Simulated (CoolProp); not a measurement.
Ethylbenzene at several states: density (kg/m³) from the reference equation and from simpler models built on Tc = 617.1 K, pc = 3.622 MPa, ω = 0.304; each cubic takes its own stable root.

The numbers come from the reference Helmholtz-energy equation of state, Zhou 2012 in CoolProp.

| T (K) | p (MPa) | phase | reference |
|---|---|---|---|
| 232.5 | 14 | liquid | 926.7 |
| 386.9 | 2.97 | liquid | 786.0 |
| 376.3 | 0.0171 | gas | 0.5860 |
| 336.8 | 19.1 | liquid | 844.8 |
| 506 | 0.0146 | gas | 0.3695 |

Task: How far does each simpler model (van der Waals, Peng-Robinson) lie from the reference over these 5 states: mean and median of the absolute difference, and the worst?

Result: 
- van der Waals: mean 24.7 %, median 39.7 %, worst -42.1 % at 232.5 K and 14 MPa
- Peng-Robinson: mean 0.9 %, median 0.2 %, worst -3.8 % at 232.5 K and 14 MPa
